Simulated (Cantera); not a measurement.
Cantera run:

```python
import numpy as np
import cantera as ct

gas_names = """
    CL CL2 H HCL H2 N NH NH2 NH3 N2 N2H2 N2H4 Si SiCL SiCL2 SiCL3 SiCL4 SiH SiHCL3 SiH2 SiH2CL2 SiH3
    SiH3CL SiH4 SiN Si2 Si2N Si3
""".split()
cond_names = """
    NH4CL(a) NH4CL(b) Si(cr) Si(L) Si3N4(a)
""".split()


def load(file, names, dense=False):
    # The tables refer to 1 bar. Condensed volumes are neglected.
    table = {s.name: s for s in ct.Species.list_from_file(file)}
    out = []
    for n in names:
        d = dict(table[n].input_data)
        d["thermo"] = dict(d["thermo"], **{"reference-pressure": 1e5})
        if dense:
            d["equation-of-state"] = {"model": "constant-volume", "density": "1e6 g/cm^3"}
        out.append(ct.Species.from_dict(d))
    return out


gas = ct.Solution(thermo="ideal-gas", species=load("nasa_gas.yaml", gas_names))
cond = {s.name: ct.Solution(thermo="fixed-stoichiometry", species=[s], name=s.name)
        for s in load("nasa_condensed.yaml", cond_names, dense=True)}
atoms = {
    'SiHCl3': {'Si': 1, 'H': 1, 'CL': 3},
    'NH3': {'N': 1, 'H': 3},
    'H2': {'H': 2},
}
top_T = {'Si3N4(a)': 2400}  # K; cautious upper limits of use, not melting points


def equilibrate(T, P, feed):
    n = {}
    for name, mol in feed.items():
        for a, k in atoms[name].items():
            n[a] = n.get(a, 0.0) + k * mol
    gas.TPX = T, P, n
    mass = sum(n.values()) * gas.mean_molecular_weight
    gas.equilibrate("TP")
    valid = [c for c in cond.values() if c.min_temp <= T <= top_T.get(c.name, c.max_temp)]
    mix = ct.Mixture([(gas, mass / gas.mean_molecular_weight)] + [(c, 0.0) for c in valid])
    mix.T, mix.P = T, P
    mix.equilibrate("TP", solver="vcs", rtol=1e-11, max_steps=5000)
    return mix


results = []
feed = {'SiHCl3': 1, 'NH3': 0.16, 'H2': 31}  # mol
T = 1573.15  # K
P = 13332.2  # Pa
mix = equilibrate(T, P, feed)
results.append((T, P, feed, dict(zip(mix.species_names, mix.species_moles))))
print(gas.report(threshold=0.001))
for i in range(1, mix.n_phases):
    print(f"{mix.phase(i).name:16s} {mix.phase_moles(i):12.5e} mol")
```

Result:

```
       temperature   1573.2 K
          pressure   13332 Pa
           density   0.0056671 kg/m^3
  mean mol. weight   5.5598 kg/kmol
   phase of matter   gas

                          1 kg             1 kmol
                     ---------------   ---------------
          enthalpy        5.5973e+06         3.112e+07  J
   internal energy        3.2447e+06         1.804e+07  J
           entropy             37096        2.0625e+05  J/K
    Gibbs function       -5.2761e+07       -2.9334e+08  J
 heat capacity c_p            5959.3             33132  J/K
 heat capacity c_v            4463.8             24818  J/K

                      mass frac. Y      mole frac. X     chem. pot. / RT
                     ---------------   ---------------   ---------------
               HCL           0.39931          0.060894           -37.418
                H2           0.33479            0.9233           -20.837
                N2         0.0070576         0.0014007           -34.746
             SiCL2           0.24213            0.0136           -58.704
     [  +24 minor]          0.016716        0.00080353

Si(cr)            4.74415e-01 mol
Si3N4(a)          1.66948e-02 mol
```

Cantera equilibrium calculation (NASA polynomials, part measured and part estimated; ideal gas, pure solids and liquids). Mutual solubility and eutectic melting of coexisting phases are not modelled. The tables' values for SiCl3 are old estimates; treat these amounts as uncertain.
